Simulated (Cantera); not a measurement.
A closed system holds: 1 mol CH3SiCl3, 0.018 mol C3H8, 22 mol H2, equilibrated at 2175 °C and 1.00 bar.

Method: chemical equilibrium by Gibbs-energy minimisation in Cantera with the NASA 1993 tables (ideal gas, pure condensed phases). Candidate condensed phases: C, C6H6, C7H8, C8H18, Si, SiC; 109 gas species. The feed counts by its element totals alone. The tables' values for SiCl, SiCl3 are old estimates; treat these amounts as uncertain. Gases not in the tables: Si2H6 and higher silanes. The numbers say what is thermodynamically allowed, not how fast it happens.

Base state: H2 0.862, HCl 0.105, H 0.0185, SiCl2 0.00536, C2H2 (acetylene) 0.00455, Cl 0.00160, Si 0.000865, SiCl 0.000497 (mole fractions); condensed: SiC(s).

What changes in the equilibrium state with this change: CH3SiCl3 replaced by CH3SiH3?


```csv
species,before,after
H2,0.862,0.976
H,0.0185,0.0197
C2H2 (acetylene),0.00455,0.00211
HCl,0.105,0
SiCl2,0.00536,0
Si,0.000865,0.00135
Cl,0.00160,0
SiCl,0.000497,0
SiCl3,3.90e-5,0
Si2,5.78e-6,1.41e-5
SiH2,0.000197,0.000349
"SiC(s), mol",0.809,0.936
```
